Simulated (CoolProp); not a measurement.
Saturation properties of R236FA.

Computed with CoolProp (reference Helmholtz-energy equation of state, Pan 2012).

```tsv
T (°C)	p (bar)	enthalpy of vaporisation (kJ/kg)	vapour Z	surface tension (mN/m)	vapour viscosity (µPa s)
-17.35	0.4980	167.2	0.9720	14.9	9.36
-7.55	0.7818	162.4	0.9613	13.6	9.71
2.15	1.176	157.5	0.9483	12.4	10.1
11.85	1.712	[?]	0.9327	11.2	10.4
21.65	2.428	147.2	0.9141	9.99	10.7
31.35	3.345	141.6	0.8927	8.83	11.1
41.05	4.506	135.7	0.8680	7.70	11.4
50.85	5.966	[?]	0.8393	6.60	[?]
60.55	7.740	122.3	0.8070	5.54	12.2
70.25	9.886	114.6	0.7702	4.51	12.7
79.95	12.46	106.0	0.7281	3.54	13.3
89.75	15.54	96.06	0.6789	2.60	14.1
99.45	19.14	84.34	0.6212	1.74	15.2
109.15	23.36	69.47	0.5494	0.956	17.0
118.95	28.38	47.04	0.4462	0.284	20.9
```

Problem. Complete the blanks.

Solution. 
- 11.85, enthalpy of vaporisation (kJ/kg): 152.5
- 50.85, enthalpy of vaporisation (kJ/kg): 129.2
- 50.85, vapour viscosity (µPa s): 11.8

It boils at -1.5 °C under 1 atm.

Viscosity comes from a separate model (Huber 2003), an estimate that may be off by 10 % or more. Surface tension comes from a separate correlation (Mulero 2012).
